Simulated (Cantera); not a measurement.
An adiabatic, constant-volume homogeneous reactor starts with CO : H2 : O2 : N2 = 1 : 0.89 : 0.788 : 2.96 (molar parts), equivalence ratio 1.2, at 1123 K and 5.00 bar. Integrator tolerance rtol = 1e-08.

Computed with Cantera and GRI-Mech 3.0 (53 species, 325 reactions). The hydrogen kinetics of GRI-Mech 3.0 are dated; newer H2 mechanisms differ, most at raised pressure. Above 3000 K some thermodynamic fits are extrapolated.

### Question
What does this change do: CO 1 to 0.33 parts?

### Answer
```csv
quantity,before,after
time of steepest temperature rise,70.1 µs,89.1 µs
temperature at 0.600 s,3019 K,2886 K
equilibrium temperature,3019 K,2886 K
x(CO) at 0.600 s,0.0932 (gas-phase equilibrium 0.0932),0.0181 (gas-phase equilibrium 0.0181)
x(H2) at 0.600 s,0.0175 (gas-phase equilibrium 0.0175),0.00817 (gas-phase equilibrium 0.00817)
x(O2) at 0.600 s,0.0137 (gas-phase equilibrium 0.0137),0.0386 (gas-phase equilibrium 0.0386)
x(H) at 0.600 s,0.00644 (gas-phase equilibrium 0.00644),0.00294 (gas-phase equilibrium 0.00294)
x(NO) at 0.600 s,0.0108 (gas-phase equilibrium 0.0108),0.0162 (gas-phase equilibrium 0.0162)
x(N2O) at 0.600 s,1.82e-6 (gas-phase equilibrium 1.82e-6),2.83e-6 (gas-phase equilibrium 2.83e-6)
x(H2O2) at 0.600 s,1.06e-6 (gas-phase equilibrium 1.06e-6),1.74e-6 (gas-phase equilibrium 1.74e-6)
```

### Question
What does this change do: CO 1 to 2.9 parts?

### Answer
| quantity | before | after |
|---|---|---|
| time of steepest temperature rise | 70.1 µs | 68.2 µs |
| temperature at 0.600 s | 3019 K | 2897 K |
| equilibrium temperature | 3019 K | 2897 K |
| x(CO) at 0.600 s | 0.0932 (gas-phase equilibrium 0.0932) | 0.299 (gas-phase equilibrium 0.299) |
| x(H2) at 0.600 s | 0.0175 (gas-phase equilibrium 0.0175) | 0.0308 (gas-phase equilibrium 0.0308) |
| x(O2) at 0.600 s | 0.0137 (gas-phase equilibrium 0.0137) | 0.000802 (gas-phase equilibrium 0.000802) |
| x(H) at 0.600 s | 0.00644 (gas-phase equilibrium 0.00644) | 0.00589 (gas-phase equilibrium 0.00589) |
| x(NO) at 0.600 s | 0.0108 (gas-phase equilibrium 0.0108) | 0.00193 (gas-phase equilibrium 0.00193) |
| x(N2O) at 0.600 s | 1.82e-6 (gas-phase equilibrium 1.82e-6) | 2.75e-7 (gas-phase equilibrium 2.75e-7) |
| x(H2O2) at 0.600 s | 1.06e-6 (gas-phase equilibrium 1.06e-6) | 1.35e-7 (gas-phase equilibrium 1.35e-7) |

### Question
What does this change do: initial temperature 1123 to 1500 K?

### Answer
```json
[
 {"quantity": "time of steepest temperature rise", "before": "70.1 µs", "after": "3.34 µs"},
 {"quantity": "temperature at 0.600 s", "before": "3019 K", "after": "3107 K"},
 {"quantity": "equilibrium temperature", "before": "3019 K", "after": "3107 K"},
 {"quantity": "x(CO) at 0.600 s", "before": "0.0932 (gas-phase equilibrium 0.0932)", "after": "0.105 (gas-phase equilibrium 0.105)"},
 {"quantity": "x(H2) at 0.600 s", "before": "0.0175 (gas-phase equilibrium 0.0175)", "after": "0.0209 (gas-phase equilibrium 0.0209)"},
 {"quantity": "x(O2) at 0.600 s", "before": "0.0137 (gas-phase equilibrium 0.0137)", "after": "0.0185 (gas-phase equilibrium 0.0185)"},
 {"quantity": "x(H) at 0.600 s", "before": "0.00644 (gas-phase equilibrium 0.00644)", "after": "0.0103 (gas-phase equilibrium 0.0103)"},
 {"quantity": "x(NO) at 0.600 s", "before": "0.0108 (gas-phase equilibrium 0.0108)", "after": "0.0137 (gas-phase equilibrium 0.0137)"},
 {"quantity": "x(N2O) at 0.600 s", "before": "1.82e-6 (gas-phase equilibrium 1.82e-6)", "after": "2.04e-6 (gas-phase equilibrium 2.04e-6)"},
 {"quantity": "x(H2O2) at 0.600 s", "before": "1.06e-6 (gas-phase equilibrium 1.06e-6)", "after": "1.15e-6 (gas-phase equilibrium 1.15e-6)"}
]
```
